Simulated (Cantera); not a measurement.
Input (Python, Cantera):

```python
import numpy as np
import cantera as ct

gas = ct.Solution("h2o2.yaml")
gas.TPX = 348, 17000, {'H2': 1, 'O2': 0.357, 'N2': 1.7}
flame = ct.FreeFlame(gas, width=0.14)
flame.set_refine_criteria(ratio=3, slope=0.08, curve=0.16)
flame.transport_model = "mixture-averaged"
flame.solve(loglevel=0, auto=True)
z, T = flame.grid, flame.T
thick = (T[-1] - T[0]) / np.gradient(T, z).max()
show = ['H2', 'O2', 'HO2', 'O', 'H', 'OH']
print(f"laminar burning velocity  {flame.velocity[0] * 100:.3f} cm/s")
print(f"burnt temperature         {T[-1]:.1f} K")
print(f"thermal thickness         {thick * 1e3:.4f} mm")
print(f"grid points               {len(z)}")
z0 = z[flame.heat_release_rate.argmax()]
print(f"{'z/mm':>9s}{'T/K':>9s}{'u/(m/s)':>9s}" + "".join(f"{s:>11s}" for s in show))
rows = []
for k in (-3, -2, -1.5, -1, -0.5, -0.25, 0, 0.25, 0.5, 1, 2, 4, 8):
    zz = z0 + k * thick
    rows.append([k * thick, np.interp(zz, z, T), np.interp(zz, z, flame.velocity),
                 *(np.interp(zz, z, flame.X[gas.species_index(s)]) for s in show)])
    print(f"{rows[-1][0] * 1e3:9.3f}{rows[-1][1]:9.1f}{rows[-1][2]:9.3f}" + "".join(f"{x:11.3e}" for x in rows[-1][3:]))
```

Output:

```
laminar burning velocity  248.852 cm/s
burnt temperature         2108.5 K
thermal thickness         3.9635 mm
grid points               138
     z/mm      T/K  u/(m/s)         H2         O2        HO2          O          H         OH
  -11.891    348.0    2.489  3.271e-01  1.168e-01  6.166e-16  6.987e-17  1.265e-19  2.217e-19
   -7.927    348.0    2.489  3.271e-01  1.168e-01  5.891e-14  1.296e-14  2.406e-17  4.109e-17
   -5.945    348.0    2.489  3.271e-01  1.168e-01  5.883e-12  6.741e-13  1.429e-15  2.151e-15
   -3.964    348.0    2.489  3.271e-01  1.168e-01  4.413e-09  1.572e-10  9.101e-12  2.014e-12
   -1.982    353.6    2.523  3.252e-01  1.170e-01  4.955e-05  8.181e-07  9.216e-06  7.985e-06
   -0.991    592.9    4.136  2.935e-01  1.114e-01  6.064e-05  1.144e-04  6.197e-03  6.314e-04
    0.000   1020.8    6.912  1.873e-01  7.498e-02  1.725e-05  3.370e-03  4.808e-02  1.461e-03
    0.991   1288.3    8.637  9.370e-02  1.989e-02  4.148e-06  5.873e-03  8.222e-02  3.850e-03
    1.982   1397.3    9.314  7.868e-02  8.361e-03  1.598e-06  5.053e-03  8.197e-02  4.896e-03
    3.964   1511.0    9.999  8.141e-02  5.890e-03  9.875e-07  4.458e-03  7.073e-02  5.934e-03
    7.927   1634.8   10.725  8.648e-02  4.495e-03  6.691e-07  3.622e-03  5.690e-02  6.704e-03
   15.854   1760.5   11.442  9.085e-02  3.046e-03  4.191e-07  2.561e-03  4.305e-02  6.884e-03
   31.708   1873.7   12.072  9.431e-02  1.792e-03  2.442e-07  1.547e-03  3.070e-02  6.274e-03
```

Detailed kinetics in Cantera: the H2/O2 subset of GRI-Mech 3.0, which has no nitrogen chemistry. Burning velocities carry a grid error of a few per cent, more on coarse grids.
